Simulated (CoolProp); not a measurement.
Saturation properties of n-perfluorohexane (Tc = 448.0 K, pc = 17.42 bar, ω = 0.497).

Values from CoolProp's reference Helmholtz-energy equation of state, Gao 2022.

```json
[
 {"T (K)": "229.3", "p (bar)": "0.004294", "liquid density (kg/m³)": "1868", "vapour density (kg/m³)": "0.07619"},
 {"T (K)": "233.5", "p (bar)": "0.006094", "liquid density (kg/m³)": "1857", "vapour density (kg/m³)": "…"},
 {"T (K)": "237.8", "p (bar)": "0.008582", "liquid density (kg/m³)": "1845", "vapour density (kg/m³)": "…"},
 {"T (K)": "242", "p (bar)": "…", "liquid density (kg/m³)": "1833", "vapour density (kg/m³)": "0.1989"},
 {"T (K)": "246.2", "p (bar)": "0.01604", "liquid density (kg/m³)": "1822", "vapour density (kg/m³)": "0.2656"},
 {"T (K)": "250.4", "p (bar)": "0.02151", "liquid density (kg/m³)": "1810", "vapour density (kg/m³)": "0.3503"},
 {"T (K)": "254.7", "p (bar)": "0.02867", "liquid density (kg/m³)": "1798", "vapour density (kg/m³)": "…"},
 {"T (K)": "258.9", "p (bar)": "0.03752", "liquid density (kg/m³)": "1787", "vapour density (kg/m³)": "0.5921"},
 {"T (K)": "263.1", "p (bar)": "0.04857", "liquid density (kg/m³)": "1775", "vapour density (kg/m³)": "0.7552"},
 {"T (K)": "267.3", "p (bar)": "0.06223", "liquid density (kg/m³)": "1763", "vapour density (kg/m³)": "0.9536"},
 {"T (K)": "271.6", "p (bar)": "0.07940", "liquid density (kg/m³)": "1751", "vapour density (kg/m³)": "1.199"},
 {"T (K)": "275.8", "p (bar)": "0.09980", "liquid density (kg/m³)": "1740", "vapour density (kg/m³)": "1.487"}
]
```

**Question.** Some entries are withheld; supply them.

**Answer.** 
- 233.5, vapour density (kg/m³): 0.1062
- 237.8, vapour density (kg/m³): 0.1469
- 242, p (bar): 0.01181
- 254.7, vapour density (kg/m³): 0.4595

It boils at 330.3 K under 1 atm.
